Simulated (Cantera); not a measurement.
Feed: 1 mol Si2Cl6, 2.7 mol HCl, 27 mol H2, at 15.8 Torr.

These are equilibrium values from Cantera (NASA tables, ideal gas, pure condensed phases), not measurements of a reactor. Candidate condensed phases: Si; 19 gas species. The feed counts by its element totals alone. The numbers say what is thermodynamically allowed, not how fast it happens.

Q: Which condensed phases are stable at each of these points (T (°C)): 927, 977, 1027, 1077, 1127, 1177, 1227, 1277, 1327, 1377?

A: 
```
T (°C)  condensed phases  Si condensed (%)
------  ----------------  ----------------
927                Si(s)               2.9
977                Si(s)               1.4
1027            gas only               0.0
1077            gas only               0.0
1127            gas only               0.0
1177            gas only               0.0
1227            gas only               0.0
1277            gas only               0.0
1327            gas only               0.0
1377            gas only               0.0
```

From 927 °C to 977 °C the condensed part is Si(s). From 1027 °C to 1377 °C nothing is condensed.
